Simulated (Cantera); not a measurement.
## Low-pressure radical oxidation in H2/O2

A perfectly stirred reactor is fed with H2 : O2 : N2 = 0.2 : 1 : 0.14 (molar parts), equivalence ratio 0.10, at 1200 Pa; it is held at 1275 K, and followed from long to short residence time.

Cantera simulation using the H2/O2 subset of GRI-Mech 3.0, which has no nitrogen chemistry; the numbers are that mechanism's predictions, not measurements. Radical loss at walls, strong at low pressure, is not modelled. The temperature is held fixed by assumption; the heat of reaction is taken as removed at once.

```json
[
 {"τ (s)": "0.31", "x H2": "0.00128", "x O2": "0.715", "x H": "0.00241", "x HO2": "3.85e-6", "x H2O2": "1.83e-7", "x H2O": "0.155"},
 {"τ (s)": "0.11", "x H2": "0.00236", "x O2": "0.707", "x H": "0.00614", "x HO2": "4.58e-6", "x H2O2": "2.08e-7", "x H2O": "0.150"},
 {"τ (s)": "0.041", "x H2": "0.00396", "x O2": "0.694", "x H": "0.0135", "x HO2": "4.99e-6", "x H2O2": "2.17e-7", "x H2O": "0.142"},
 {"τ (s)": "0.015", "x H2": "0.00617", "x O2": "0.678", "x H": "0.0247", "x HO2": "5.07e-6", "x H2O2": "2.14e-7", "x H2O": "0.131"},
 {"τ (s)": "0.0053", "x H2": "0.00940", "x O2": "0.666", "x H": "0.0357", "x HO2": "4.98e-6", "x H2O2": "2.16e-7", "x H2O": "0.119"},
 {"τ (s)": "0.0019", "x H2": "0.0155", "x O2": "0.664", "x H": "0.0420", "x HO2": "4.87e-6", "x H2O2": "2.40e-7", "x H2O": "0.108"},
 {"τ (s)": "0.00068", "x H2": "0.0296", "x O2": "0.673", "x H": "0.0426", "x HO2": "4.64e-6", "x H2O2": "2.84e-7", "x H2O": "0.0921"},
 {"τ (s)": "0.00025", "x H2": "0.0606", "x O2": "0.692", "x H": "0.0339", "x HO2": "4.06e-6", "x H2O2": "2.85e-7", "x H2O": "0.0655"}
]
```
x: mole fraction; the columns are a selection and need not sum to one.
